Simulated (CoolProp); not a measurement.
Vapour-liquid equilibrium of propylene (1) + 1-butene (2) at 252 K; x and y are mole fractions of (1).

The numbers come from the multi-fluid Helmholtz-energy mixture model, Lemmon 2013 and Lemmon 2005; pair parameters Bell 2016 in CoolProp.

```
x     bubble pressure (MPa)  y at the bubble point  dew pressure at overall composition x (MPa)  liquid density (mol/L)
----  ---------------------  ---------------------  -------------------------------------------  ----------------------
0.05                0.06619                  0.211                                      0.05698                   11.55
0.15                0.08939                  0.471                                      0.06236                   11.76
0.25                 0.1127                  0.626                                      0.06885                   11.97
0.35                 0.1361                  0.728                                      0.07684                   12.18
0.45                 0.1597                  0.801                                      0.08689                   12.40
0.55                 0.1834                  0.857                                      0.09992                   12.63
0.65                 0.2074                  0.900                                       0.1175                   12.86
0.75                 0.2316                  0.935                                       0.1424                   13.09
0.85                 0.2561                  0.964                                       0.1802                   13.33
0.95                 0.2809                  0.989                                       0.2435                   13.57
```

No azeotrope shows between x = 0.05 and 0.95.

The pair parameters rest on a limited set of measurements; away from them the model extrapolates.
